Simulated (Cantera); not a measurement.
**Stirred combustor or abatement burner**

A perfectly stirred reactor is fed with 9.94 % CH4, 0.318 % H2, 18.2 % O2, 68.5 % N2, 3.08 % CO2, at 1.00 bar; it is adiabatic with a 625 K inlet, and is followed from long to short residence time, starting on the burning branch (τ in s: 0.29, 0.14, 0.063, 0.03, 0.014, 0.0065, 0.003, 0.0014, 0.00067, 0.00031, 0.00015, 6.9e-05).

Cantera simulation using GRI-Mech 3.0 (53 species, 325 reactions); the numbers are that mechanism's predictions, not measurements.

```tsv
τ (s)	T (K)	x CH4	x H2	x O2	x C2H6	x HCO	x OH	x O
0.29	2324	1.27e-6	0.0109	0.00201	<1e-12	1.75e-8	0.00356	0.000281
0.14	2319	2.43e-6	0.0110	0.00225	1.14e-12	2.87e-8	0.00375	0.000315
0.063	2311	4.70e-6	0.0113	0.00270	4.25e-12	5.46e-8	0.00410	0.000383
0.030	2297	8.29e-6	0.0117	0.00338	1.30e-11	1.05e-7	0.00458	0.000494
0.014	2275	1.43e-5	0.0124	0.00443	3.75e-11	2.11e-7	0.00526	0.000680
0.0065	2243	2.45e-5	0.0135	0.00589	1.04e-10	4.29e-7	0.00608	0.000972
0.0030	2202	4.24e-5	0.0148	0.00776	2.89e-10	8.80e-7	0.00697	0.00140
0.0014	2154	7.49e-5	0.0163	0.00993	8.34e-10	1.79e-6	0.00778	0.00194
0.00067	2102	0.000135	0.0179	0.0123	2.55e-9	3.54e-6	0.00838	0.00254
0.00031	2044	0.000268	0.0195	0.0152	9.57e-9	7.31e-6	0.00864	0.00312
0.00015	1989	0.000554	0.0210	0.0187	4.23e-8	1.47e-5	0.00837	0.00341
6.9e-5	1916	0.00150	0.0230	0.0260	3.99e-7	3.29e-5	0.00684	0.00293
```
x: mole fraction; the columns are a selection and need not sum to one.
